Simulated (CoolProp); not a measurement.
A single-stage vapour-compression cycle with R245ca: evaporating at 288.15 K (dew point), condensing at 334.15 K (bubble point), superheat 10 K, subcooling 8 K, compressor efficiency 0.6, no pressure losses. Each further row changes one setting.

Model: reference Helmholtz-energy equation of state, Zhou 2016, in CoolProp.

```
case                              cooling COP  pressure ratio  discharge temperature (K)  refrigerating effect (kJ/kg)  volumetric capacity (kJ/m³)
--------------------------------  -----------  --------------  -------------------------  ----------------------------  ---------------------------
as stated                                3.30            5.04                      355.2                           166                          616
evaporating temperature 293.15 K         3.86            4.10                      353.3                           170                          767
condensing temperature 329.15 K          3.80            4.34                      349.8                           173                          643
subcooling 13 K                          3.44            5.04                      355.2                           173                          643
superheat 20 K                           3.36            5.04                      365.6                           175                          627
compressor efficiency 0.5                2.75            5.04                      364.7                           166                          616
```
